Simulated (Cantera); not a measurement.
An adiabatic, constant-volume homogeneous reactor starts with H2 : O2 : N2 : NO = 1 : 1.35 : 5.08 : 0.035 (molar parts), at 975 K and 1600000 Pa.

Detailed kinetics in Cantera: GRI-Mech 3.0 (53 species, 325 reactions). The hydrogen kinetics of GRI-Mech 3.0 are dated; newer H2 mechanisms differ, most at raised pressure. The pressure lies above the range GRI-Mech 3.0 was tuned for (to about 10 atm). The mechanism lacks 2 NO + O2 → 2 NO2 and HONO, so NO2 and the effect of NO are under-described below about 1400 K.

One state of this run: T (K) = 2174; P (bar) = 33.3; x H2 = 6.95e-5; x O2 = 0.120; x NO = 0.00865; x O = 0.000138; x NO2 = 4.97e-5; x OH = 0.00194. x: mole fraction; the columns are a selection and need not sum to one.

### Question
Which value of t (s) does it belong to?
A) 1.09
B) 0.00676
C) 0.0187
D) 0.00245

### Answer
A, 1.09
